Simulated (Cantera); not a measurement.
Mixture: CH4 : H2 : O2 : N2 : H2O = 1 : 0.14 : 1.09 : 4.1 : 0.43 (molar parts), at 0.530 bar, adiabatic and at constant pressure. Ignition delay is the time to a rise of 400 K.

Cantera simulation using GRI-Mech 3.0 (53 species, 325 reactions); the numbers are that mechanism's predictions, not measurements.

Predict: delay at 1125 K; delay at 1275 K; delay at 1425 K; delay at 1575 K; delay at 1725 K; apparent activation energy between 1575 and 1725 K.


```
Property                                                 Value
--------------------------------------------------  ----------
delay at 1125 K                                        82.5 ms
delay at 1275 K                                        15.4 ms
delay at 1425 K                                        3.16 ms
delay at 1575 K                                       0.821 ms
delay at 1725 K                                       0.280 ms
apparent activation energy between 1575 and 1725 K  160 kJ/mol
```
